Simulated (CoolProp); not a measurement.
Values from CoolProp's reference Helmholtz-energy equation of state, Thol 2017.

### Question
Give the vapour pressure (kPa), vapour density (kg/m³), liquid cp (kJ/(kg K)), surface tension (mN/m) of saturated octamethyltrisiloxane (MDM) at 275.5, 286.6 K.

### Answer
| T (K) | p (kPa) | vapour density (kg/m³) | liquid cp (kJ/(kg K)) | surface tension (mN/m) |
|---|---|---|---|---|
| 275.5 | 0.0969 | 0.0100 | 1.73 | 18.7 |
| 286.6 | 0.225 | 0.0224 | 1.76 | 17.7 |

Surface tension comes from a separate correlation (Mulero 2014), older than this fluid's equation and unchecked against measurements.
